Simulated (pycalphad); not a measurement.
All values are pycalphad results on the COST 507 light-alloy database (1999) (1 atm), not direct measurements. No gas phase is included, though pure Mg would boil below 1650 K. The data set is of 1999 and partly superseded. The system is extrapolated from its subsystems; higher-order compounds may be missing. Kinetics are ignored, which matters at the lower temperatures.

Molar enthalpy of Al-0.3051Mg-4.532Si-5.988Fe (wt.%) in equilibrium (SER reference):

```csv
T (K),H (kJ/mol),phases
1650,50.06,LIQUID
1570,47.51,LIQUID
1490,44.97,LIQUID
1410,42.43,LIQUID
1330,39.89,LIQUID
1250,37.36,LIQUID
1170,34.83,LIQUID
1090,32.30,LIQUID
1050,31.03,LIQUID
1010,29.19,LIQUID + AL13FE4
930,25.73,LIQUID + AL13FE4 + ALFESI_ALPHA
850,12.86,FCC_A1 + ALFESI_BETA + LIQUID
810,10.85,FCC_A1 + ALFESI_BETA + DIAMOND_A4
770,9.50,FCC_A1 + ALFESI_BETA + DIAMOND_A4 + MG2SI
690,6.90,FCC_A1 + ALFESI_BETA + DIAMOND_A4 + MG2SI
610,4.50,FCC_A1 + ALFESI_BETA + DIAMOND_A4 + MG2SI
530,2.25,FCC_A1 + ALFESI_BETA + DIAMOND_A4 + MG2SI
450,0.10,FCC_A1 + ALFESI_BETA + DIAMOND_A4 + MG2SI
370,-1.97,FCC_A1 + ALFESI_BETA + DIAMOND_A4 + MG2SI
```

Cooling from 1050 K to 810 K, across the freezing range, releases 20.2 kJ/mol, or 724 J/g. The slope is 32 J/(mol K) in the liquid and 34 J/(mol K) just below the solidus, where it includes any heat of precipitation. Liquidus 1046 K, solidus 838 K. Changes were sought between steps of 40 K, so a narrower field can be missed.

Database names, with the compositions (at.%) that they take in these runs: AL13FE4: Al 76 Fe 24 Si 0; ALFESI_ALPHA: Al 73 Fe 19 Si 7; ALFESI_BETA: Al 70 Si 15 Fe 15; MG2SI: Mg 67 Si 33. FCC_A1 is fcc; DIAMOND_A4 is diamond (Si).
